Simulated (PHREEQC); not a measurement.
A PHREEQC input (ion-association model, phreeqc.dat):

```
SOLUTION 1
  temp 20
  units mg/L
  pH 5.64
  pe 11.7
  Na 2.83
  K 6.84
  Ca 12.4
  Mg 0.525
  Cl 19.6
  S(6) 9.47 as S
  Alkalinity 15.4 as HCO3
  Li 0.0152
  Cd 0.0468
  Pb 2.89
  B 0.0113
END
USE solution 1
EQUILIBRIUM_PHASES 1
  Quartz 0 0.5
  CO2(g) -2 10
END
```

The run finishes without an error or a warning.

Its last state differs from that of the intended input:

```json
[
 {"quantity": "ionic strength (mol/kgw)", "as run": "0.00178", "intended": "0.00141"},
 {"quantity": "SO4-2 (mol/kgw)", "as run": "0.000283", "intended": "9.42e-5"},
 {"quantity": "CaSO4 (mol/kgw)", "as run": "1.00e-5", "intended": "3.54e-6"},
 {"quantity": "PbSO4 (mol/kgw)", "as run": "1.01e-6", "intended": "3.64e-7"},
 {"quantity": "MgSO4 (mol/kgw)", "as run": "8.36e-7", "intended": "2.96e-7"},
 {"quantity": "SI of Cerussite (PbCO3)", "as run": "+0.23", "intended": "+0.26"}
]
```

Q: One thing in the input isn't as intended. What explains the difference?

A: One answer among several that fit: The fault: sulfate typed 'as S' though the number is for SO4. The line should read `as SO4` where the input has `as S`.
